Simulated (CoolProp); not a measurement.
Vapour-liquid equilibrium of R245fa (1) + isopentane (2) at 128 kPa; x and y are mole fractions of (1).

Values from CoolProp's multi-fluid Helmholtz-energy mixture model, Akasaka 2015 and Lemmon 2006; pair parameters Bell 2016.

Give the bubble temperature and the first vapour's composition at x = 0.5, 0.8, 0.95. Is there an azeotrope?

x = 0.5: 287.0 K, y = 0.646; x = 0.8: 287.1 K, y = 0.680; x = 0.95: 290.3 K, y = 0.828. y crosses x between x = 0.65 and 0.8: the model has an azeotrope there.

The pair parameters rest on a limited set of measurements; away from them the model extrapolates. With so large a gap from Raoult's law the liquid may split in two, which this calculation doesn't test in full.
